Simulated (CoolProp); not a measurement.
Vapour-liquid equilibrium of R125 (1) + R134a (2) at 204.8 K; x and y are mole fractions of (1).

Computed with CoolProp (multi-fluid Helmholtz-energy mixture model, Lemmon 2005 and Tillner-Roth 1994; pair parameters Lemmon 2004).

```
x      bubble pressure (kPa)  y at the bubble point  dew pressure at overall composition x (kPa)  liquid density (mol/L)
-----  ---------------------  ---------------------  -------------------------------------------  ----------------------
0.05                   10.24                  0.165                                        9.339                   14.60
0.125                  12.12                  0.349                                        9.910                   14.49
0.2                    14.00                  0.484                                        10.55                   14.38
0.275                  15.87                  0.586                                        11.29                   14.26
0.35                   17.72                  0.667                                        12.13                   14.15
0.425                  19.56                  0.732                                        13.12                   14.04
0.5                    21.38                  0.786                                        14.27                   13.93
0.575                  23.18                  0.831                                        15.64                   13.82
0.65                   24.98                  0.870                                        17.30                   13.71
0.725                  26.76                  0.904                                        19.35                   13.60
0.8                    28.54                  0.934                                        21.92                   13.49
0.875                  30.33                  0.961                                        25.23                   13.38
0.95                   32.12                  0.985                                        29.60                   13.27
```

No azeotrope shows between x = 0.05 and 0.95.

The pair parameters rest on a limited set of measurements; away from them the model extrapolates.
